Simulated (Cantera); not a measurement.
What does this Cantera script print?

```python
import numpy as np
import cantera as ct

gas = ct.Solution("gri30.yaml")
gas.TPX = 1773, 100000, {'CH4': 1, 'H2': 50}
reactor = ct.IdealGasConstPressureReactor(gas, energy="off", clone=False)
net = ct.ReactorNet([reactor])
net.rtol, net.atol = 1e-08, 1e-18
show = ['CH4', 'H2', 'C2H2', 'H', 'C2H6', 'CH3']
times = np.geomspace(1e-06, 4, 12)

steps = ct.SolutionArray(gas, extra=["t"])
rows = []
print(f"{'t/s':>10s}{'T/K':>9s}{'P/Pa':>11s}" + "".join(f"{s:>11s}" for s in show))
for t in times:
    while net.time < t:
        t_next = net.step()
        steps.append(gas.state, t=t_next)
    rows.append([np.interp(t, steps.t, y) for y in (steps.T, steps.P, *steps(*show).X.T)])
    print(f"{t:10.3e}{rows[-1][0]:9.1f}{rows[-1][1]:11.4g}" + "".join(f"{x:11.3e}" for x in rows[-1][2:]))
rate = np.gradient(steps.T, steps.t)
print("integrator steps:", len(steps.t))
if steps.T.max() > steps.T[0] + 200:
    print(f"time of steepest temperature rise: {steps.t[rate.argmax()]:.4e} s")
gas.TPX = 1773, 100000, {'CH4': 1, 'H2': 50}
gas.equilibrate("TP")
print(f"equilibrium (TP): T = {gas.T:.1f} K  " + "  ".join(f"{s} {gas[s].X[0]:.3e}" for s in show))
```

Result:

```
       t/s      T/K       P/Pa        CH4         H2       C2H2          H       C2H6        CH3
 1.000e-06   1773.0      1e+05  1.961e-02  9.804e-01  5.246e-17  1.218e-06  1.602e-12  6.939e-07
 3.983e-06   1773.0      1e+05  1.961e-02  9.804e-01  1.644e-14  5.267e-06  7.042e-11  2.345e-06
 1.586e-05   1773.0      1e+05  1.960e-02  9.804e-01  5.142e-12  2.140e-05  3.511e-09  8.852e-06
 6.318e-05   1773.0      1e+05  1.957e-02  9.803e-01  2.377e-09  8.313e-05  1.358e-07  3.370e-05
 2.516e-04   1773.0      1e+05  1.950e-02  9.802e-01  1.176e-06  2.339e-04  1.353e-06  9.393e-05
 1.002e-03   1773.0      1e+05  1.935e-02  9.802e-01  4.843e-05  2.771e-04  1.828e-06  1.104e-04
 3.991e-03   1773.0      1e+05  1.883e-02  9.805e-01  2.964e-04  2.774e-04  1.738e-06  1.075e-04
 1.590e-02   1773.0      1e+05  1.704e-02  9.814e-01  1.162e-03  2.782e-04  1.442e-06  9.745e-05
 6.331e-02   1773.0      1e+05  1.250e-02  9.837e-01  3.350e-03  2.804e-04  8.268e-07  7.188e-05
 2.522e-01   1773.0      1e+05  7.111e-03  9.865e-01  5.942e-03  2.835e-04  3.518e-07  4.126e-05
 1.004e+00   1773.0      1e+05  5.663e-03  9.872e-01  6.638e-03  2.847e-04  2.720e-07  3.297e-05
 4.000e+00   1773.0      1e+05  5.654e-03  9.872e-01  6.642e-03  2.847e-04  2.716e-07  3.292e-05
integrator steps: 693
equilibrium (TP): T = 1773.0 K  CH4 5.654e-03  H2 9.872e-01  C2H2 6.642e-03  H 2.847e-04  C2H6 2.716e-07  CH3 3.292e-05
```

Computed with Cantera and GRI-Mech 3.0 (53 species, 325 reactions). GRI-Mech 3.0 stops at C3 and has no aromatics, soot or wall deposition, so with more carbon than oxygen in the feed, carbon stays in small species such as C2H2 where larger ones or solid carbon would form.
